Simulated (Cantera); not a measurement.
## Premixed flame

A freely propagating, adiabatic, planar premixed flame of H2 : O2 : N2 : H2O = 1 : 0.217 : 0.817 : 0.57 (molar parts), unburnt at 550 K and 13300 Pa; mixture-averaged transport, grid criteria slope 0.08 and curve 0.16, no radiation.

Computed with Cantera and the H2/O2 subset of GRI-Mech 3.0, which has no nitrogen chemistry. Burning velocities carry a grid error of a few per cent, more on coarse grids.

```json
[
 {"z (mm)": "-16.0", "T (K)": "550", "u (m/s)": "4.33", "x H2": "0.384", "x O2": "0.0833", "x H2O": "0.219", "x H": "<1e-8", "x O": "<1e-8", "x HO2": "<1e-8"},
 {"z (mm)": "-10.6", "T (K)": "550", "u (m/s)": "4.33", "x H2": "0.384", "x O2": "0.0833", "x H2O": "0.219", "x H": "<1e-8", "x O": "<1e-8", "x HO2": "<1e-8"},
 {"z (mm)": "-7.98", "T (K)": "550", "u (m/s)": "4.33", "x H2": "0.384", "x O2": "0.0833", "x H2O": "0.219", "x H": "<1e-8", "x O": "<1e-8", "x HO2": "<1e-8"},
 {"z (mm)": "-5.32", "T (K)": "550", "u (m/s)": "4.33", "x H2": "0.384", "x O2": "0.0833", "x H2O": "0.219", "x H": "1.46e-7", "x O": "<1e-8", "x HO2": "1.04e-6"},
 {"z (mm)": "-2.66", "T (K)": "569", "u (m/s)": "4.46", "x H2": "0.380", "x O2": "0.0831", "x H2O": "0.221", "x H": "0.000280", "x O": "1.02e-5", "x HO2": "9.07e-5"},
 {"z (mm)": "-1.33", "T (K)": "718", "u (m/s)": "5.54", "x H2": "0.358", "x O2": "0.0780", "x H2O": "0.238", "x H": "0.00547", "x O": "0.000122", "x HO2": "5.45e-5"},
 {"z (mm)": "0", "T (K)": "1003", "u (m/s)": "7.58", "x H2": "0.291", "x O2": "0.0546", "x H2O": "0.294", "x H": "0.0323", "x O": "0.00125", "x HO2": "2.07e-5"},
 {"z (mm)": "1.33", "T (K)": "1207", "u (m/s)": "9.06", "x H2": "0.219", "x O2": "0.0160", "x H2O": "0.371", "x H": "0.0623", "x O": "0.00164", "x HO2": "4.84e-6"},
 {"z (mm)": "2.66", "T (K)": "1294", "u (m/s)": "9.67", "x H2": "0.200", "x O2": "0.00295", "x H2O": "0.398", "x H": "0.0668", "x O": "0.000834", "x HO2": "8.23e-7"},
 {"z (mm)": "5.32", "T (K)": "1372", "u (m/s)": "10.2", "x H2": "0.202", "x O2": "0.000597", "x H2O": "0.404", "x H": "0.0587", "x O": "0.000567", "x HO2": "1.56e-7"},
 {"z (mm)": "10.6", "T (K)": "1454", "u (m/s)": "10.7", "x H2": "0.209", "x O2": "0.000402", "x H2O": "0.407", "x H": "0.0469", "x O": "0.000441", "x HO2": "9.86e-8"},
 {"z (mm)": "21.3", "T (K)": "1536", "u (m/s)": "11.3", "x H2": "0.216", "x O2": "0.000254", "x H2O": "0.410", "x H": "0.0347", "x O": "0.000289", "x HO2": "6.08e-8"},
 {"z (mm)": "42.5", "T (K)": "1607", "u (m/s)": "11.7", "x H2": "0.223", "x O2": "0.000134", "x H2O": "0.413", "x H": "0.0239", "x O": "0.000158", "x HO2": "3.32e-8"}
]
```
x: mole fraction of selected species; z is measured from the peak of heat release.

```
Property                    Result
------------------------  --------
laminar burning velocity  433 cm/s
thermal thickness          5.32 mm
peak x(H)                   0.0671
peak x(O)                  0.00186
peak x(HO2)                9.08e-5
grid points                    137
```
